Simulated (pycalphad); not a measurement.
An equivalent pycalphad script:

```python
from pycalphad import Database, equilibrium, calculate, variables as v
import numpy as np
db = Database('COST507.tdb')
comps = ['MG', 'SI', 'AL', 'VA']
phases = ['ALMG_BETA', 'ALMG_EPS', 'ALMG_GAMMA', 'DIAMOND_A4', 'FCC_A1', 'HCP_A3', 'LIQUID', 'MG2SI']
eq = equilibrium(db, comps, phases, {v.X('SI'): 0.0238, v.X('AL'): 0.0383, v.T: np.arange(1650, 349, -50), v.P: 101325, v.N: 1}, output=['HM', 'SM'])
```

Computed with pycalphad from the COST 507 light-alloy database (1999), at 1 atm. No gas phase is included, though pure Mg would boil below 1377 °C. These are 1990s assessments: newer ones move some temperatures and phases. Phase fractions are per mole of atoms. Kinetics are ignored, which matters at the lower temperatures.

Results at three of the temperatures:

```
T = 1650.00 K, P = 101325 Pa, N = 1 mol of atoms
G = -105808 J/mol, H = 50180 J/mol, S = 94.54 J/(mol K)  (SER reference)
chemical potentials (J/mol): Mg -103413, Si -152281, Al -135561
phase             fraction      x(Mg)      x(Si)      x(Al)
LIQUID              1.0000     0.9379     0.0238     0.0383
```

```
T = 1550.00 K, P = 101325 Pa, N = 1 mol of atoms
G = -96459 J/mol, H = 46776 J/mol, S = 92.41 J/(mol K)  (SER reference)
chemical potentials (J/mol): Mg -94151, Si -141458, Al -125011
phase             fraction      x(Mg)      x(Si)      x(Al)
LIQUID              1.0000     0.9379     0.0238     0.0383
```

```
T = 1350.00 K, P = 101325 Pa, N = 1 mol of atoms
G = -78437 J/mol, H = 39966 J/mol, S = 87.71 J/(mol K)  (SER reference)
chemical potentials (J/mol): Mg -76307, Si -120357, Al -104540
phase             fraction      x(Mg)      x(Si)      x(Al)
LIQUID              1.0000     0.9379     0.0238     0.0383
```

Changes of the phase set, refined by bisection:

```csv
T (°C),phases above,phases below
686.3,liquid,liquid + MG2SI
617.3,liquid + MG2SI,hcp + liquid + MG2SI
558.1,hcp + liquid + MG2SI,hcp + MG2SI
250.3,hcp + MG2SI,ALMG_GAMMA + hcp + MG2SI
```

Database names, with the compositions (at.%) that they take in these runs: MG2SI: Mg 67 Si 33; ALMG_GAMMA: Mg 59 Al 41.
